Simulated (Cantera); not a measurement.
## Gas activation for diamond growth

A perfectly stirred reactor is fed with CH₄ : H₂ : CO₂ : H₂O = 0.045 : 1 : 0.006 : 0.0076 (molar parts), at 0.0109 atm; it is held at 2700 K, and followed from long to short residence time.

Model: GRI-Mech 3.0 (53 species, 325 reactions), integrated in Cantera. GRI-Mech 3.0 stops at C3 and has no aromatics, soot or wall deposition, so with more carbon than oxygen in the feed, carbon stays in small species such as C2H2 where larger ones or solid carbon would form. Radical loss at walls, strong at low pressure, is not modelled.

```json
[
 {"τ (s)": "1.4", "x CH₄": "1.64e-6", "x H₂": "0.634", "x CO₂": "1.54e-7", "x H": "0.340", "x CH₂": "1.31e-5", "x H₂O": "2.73e-6"},
 {"τ (s)": "0.58", "x CH₄": "5.87e-6", "x H₂": "0.705", "x CO₂": "5.02e-7", "x H": "0.268", "x CH₂": "2.34e-5", "x H₂O": "1.26e-5"},
 {"τ (s)": "0.25", "x CH₄": "3.25e-5", "x H₂": "0.795", "x CO₂": "1.95e-6", "x H": "0.176", "x CH₂": "4.43e-5", "x H₂O": "7.95e-5"},
 {"τ (s)": "0.11", "x CH₄": "0.000164", "x H₂": "0.860", "x CO₂": "7.82e-6", "x H": "0.109", "x CH₂": "7.32e-5", "x H₂O": "0.000475"},
 {"τ (s)": "0.046", "x CH₄": "0.000568", "x H₂": "0.893", "x CO₂": "2.79e-5", "x H": "0.0747", "x CH₂": "0.000107", "x H₂O": "0.00192"},
 {"τ (s)": "0.019", "x CH₄": "0.00147", "x H₂": "0.908", "x CO₂": "8.33e-5", "x H": "0.0567", "x CH₂": "0.000147", "x H₂O": "0.00476"},
 {"τ (s)": "0.0083", "x CH₄": "0.00314", "x H₂": "0.916", "x CO₂": "0.000216", "x H": "0.0460", "x CH₂": "0.000192", "x H₂O": "0.00768"},
 {"τ (s)": "0.0036", "x CH₄": "0.00628", "x H₂": "0.920", "x CO₂": "0.000549", "x H": "0.0380", "x CH₂": "0.000239", "x H₂O": "0.00960"},
 {"τ (s)": "0.0015", "x CH₄": "0.0120", "x H₂": "0.923", "x CO₂": "0.00135", "x H": "0.0309", "x CH₂": "0.000274", "x H₂O": "0.0101"}
]
```
x: mole fraction; the columns are a selection and need not sum to one.
